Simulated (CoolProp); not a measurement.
Vapour-liquid equilibrium of R22 (1) + methanol (2) at 0.365 bar; x and y are mole fractions of (1).

Computed with CoolProp (multi-fluid Helmholtz-energy mixture model, Kamei 1995 and de Reuck 1993; pair parameters Bell 2016).

Problem. Give the bubble temperature and the first vapour's composition at x = 0.35, 0.5, 0.95. Is there an azeotrope?

Solution. x = 0.35: -47.0 °C, y = 0.998; x = 0.5: -51.8 °C, y = 0.999; x = 0.95: -59.6 °C, y = 1.000. No azeotrope shows between x = 0.05 and 0.95.

The pair parameters rest on a limited set of measurements; away from them the model extrapolates. With so large a gap from Raoult's law the liquid may split in two, which this calculation doesn't test in full.
